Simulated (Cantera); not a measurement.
**Thermodynamics of abatement and gas-phase synthesis, feed CS2 + H2O + O2**

A closed system holds: 1 mol CS2, 0.72 mol H2O, 5.9 mol O2, at 13300 Pa.

Method: chemical equilibrium by Gibbs-energy minimisation in Cantera with the NASA 1993 tables (ideal gas, pure condensed phases). Candidate condensed phases: C, C6H6, C7H8, C8H18, H2O, H2SO4, S; 123 gas species. Equilibrium is a limit: real reactors are often held back by kinetics, nucleation or transport.

| T (K) | log p O2 | log p O | log p SO2 | log p CO2 | log p H2O | log p SO | log p CO | log p H | log p OH | log p S |
|---|---|---|---|---|---|---|---|---|---|---|
| 1373 | -1.24 | -6.83 | -1.40 | -1.69 | -1.84 | -8.21 | -7.29 | -9.35 | -5.19 | <-12 |
| 1573 | -1.23 | -5.60 | -1.40 | -1.70 | -1.84 | -6.75 | -5.94 | -7.66 | -4.40 | -12.40 |
| 1773 | -1.23 | -4.64 | -1.40 | -1.70 | -1.84 | -5.62 | -4.89 | -6.35 | -3.79 | -10.23 |
| 1973 | -1.24 | -3.88 | -1.40 | -1.70 | -1.85 | -4.71 | -4.06 | -5.30 | -3.31 | -8.50 |
| 2173 | -1.24 | -3.26 | -1.40 | -1.71 | -1.86 | -3.98 | -3.39 | -4.45 | -2.92 | -7.09 |
| 2373 | -1.25 | -2.75 | -1.41 | -1.74 | -1.90 | -3.38 | -2.86 | -3.74 | -2.61 | -5.92 |
| 2573 | -1.26 | -2.32 | -1.43 | -1.81 | -1.96 | -2.88 | -2.45 | -3.17 | -2.37 | -4.94 |
| 2773 | -1.29 | -1.96 | -1.49 | -1.95 | -2.09 | -2.48 | -2.17 | -2.70 | -2.20 | -4.11 |
| 2973 | -1.35 | -1.66 | -1.59 | -2.17 | -2.31 | -2.17 | -2.02 | -2.35 | -2.13 | -3.42 |
| 3173 | -1.45 | -1.43 | -1.78 | -2.47 | -2.68 | -1.97 | -1.96 | -2.12 | -2.16 | -2.87 |
| 3373 | -1.61 | -1.26 | -2.08 | -2.82 | -3.20 | -1.90 | -1.97 | -1.99 | -2.30 | -2.45 |
log p: log10 of the partial pressure in bar; nothing condenses.

From 1373 K to 3373 K nothing is condensed. The main C-bearing gas is CO2 at 1373 K and CO at 3373 K.
